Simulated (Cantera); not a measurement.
A closed system holds: 1 mol AlBr3, 88 mol NH3, 2.2 mol N2, held at 2100 K and 0.690 bar.

These are equilibrium values from Cantera (NASA tables, ideal gas, pure condensed phases), not measurements of a reactor. Candidate condensed phases: Al, AlBr3, AlN, Br2; 19 gas species. Kinetics and transport are ignored.

Base state: H2 0.724, N2 0.256, HBr 0.0102, AlBr 0.00544, H 0.00319, Br 0.000893, Al 7.35e-5, AlH 1.18e-5 (mole fractions); condensed: gas only.

### Question
What changes in the equilibrium state with this change: temperature from 2100 K to 848.15 K?

### Answer
```csv
species,before,after
H2,0.724,0.728
N2,0.256,0.255
HBr,0.0102,0.0166
AlBr,0.00544,<1e-9
AlBr3,9.91e-6,4.62e-5
H,0.00319,<1e-9
Br,0.000893,3.44e-9
"AlN(s), mol",0,0.992
```
